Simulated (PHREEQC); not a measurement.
Dissolve 0.027 mol Cu(NO3)2, 0.00047 mol H2SO4 and 0.0019 mol FeCl3 per kg of water at 25 °C. Closed to the air; pH follows from the charge balance.

The numbers come from PHREEQC with the ion-association model, phreeqc.dat.

Precipitation was switched off in this run.

Problem. Order these Fe species by the share of Fe that they hold, largest first: FeSO4+, Fe+3, Fe2(OH)2+4, Fe(OH)2+, FeOH+2.

Solution. FeOH+2 (45 %), Fe+3 (27 %), Fe2(OH)2+4 (14 %), FeSO4+ (5.2 %), Fe(OH)2+ (3.9 %)

The pH is 2.73 and the ionic strength 0.0902 mol/kgw. Saturation is exceeded, for instance for Hematite (slow to form), Goethite (slow to form); the values hold only as long as no solid forms. Complexes and solids missing from the database can't appear.
